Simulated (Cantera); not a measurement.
An adiabatic, constant-volume homogeneous reactor starts with 15.3 % H2, 17.8 % O2, 66.9 % N2, at 1673 K and 0.444 atm.

Cantera simulation using GRI-Mech 3.0 (53 species, 325 reactions); the numbers are that mechanism's predictions, not measurements.

Question: Predict: time of steepest temperature rise; temperature at 0.600 s; equilibrium temperature; x(H2) at 0.600 s; x(O2) at 0.600 s; x(N2O) at 0.600 s; x(NO2) at 0.600 s; x(HO2) at 0.600 s; x(H) at 0.600 s.

Answer: 
```
Quantity                                                             Value
---------------------------------  ---------------------------------------
time of steepest temperature rise                                  19.5 µs
temperature at 0.600 s                                              2632 K
equilibrium temperature                                             2632 K
x(H2) at 0.600 s                   0.00635 (gas-phase equilibrium 0.00635)
x(O2) at 0.600 s                     0.0920 (gas-phase equilibrium 0.0920)
x(N2O) at 0.600 s                  7.71e-7 (gas-phase equilibrium 7.71e-7)
x(NO2) at 0.600 s                  7.56e-6 (gas-phase equilibrium 7.56e-6)
x(HO2) at 0.600 s                  1.15e-5 (gas-phase equilibrium 1.15e-5)
x(H) at 0.600 s                    0.00429 (gas-phase equilibrium 0.00429)
```
